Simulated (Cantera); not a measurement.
An isothermal, constant-pressure homogeneous reactor starts with CO : O2 : H2O : N2 = 0.0086 : 0.0023 : 0.00027 : 1 (molar parts), at 1350 K and 13300 Pa. Integrator tolerance rtol = 1e-08.

Detailed kinetics in Cantera: GRI-Mech 3.0 (53 species, 325 reactions).

**Question.** What does this change do: 0.07 parts H2 added?

**Answer.** 
```csv
quantity,before,after
x(CO) at 4.00 s,0.00388 (gas-phase equilibrium 0.00388),0.00770 (gas-phase equilibrium 0.00770)
x(O2) at 4.00 s,3.87e-6 (gas-phase equilibrium 1.74e-12),4.50e-12 (gas-phase equilibrium <1e-12)
x(H2O) at 4.00 s,0.000158 (gas-phase equilibrium 0.000188),0.00424 (gas-phase equilibrium 0.00424)
x(NO2) at 4.00 s,1.16e-11 (gas-phase equilibrium <1e-12),<1e-12 (gas-phase equilibrium <1e-12)
x(O) at 4.00 s,3.35e-6 (gas-phase equilibrium 1.54e-12),1.32e-10 (gas-phase equilibrium <1e-12)
```
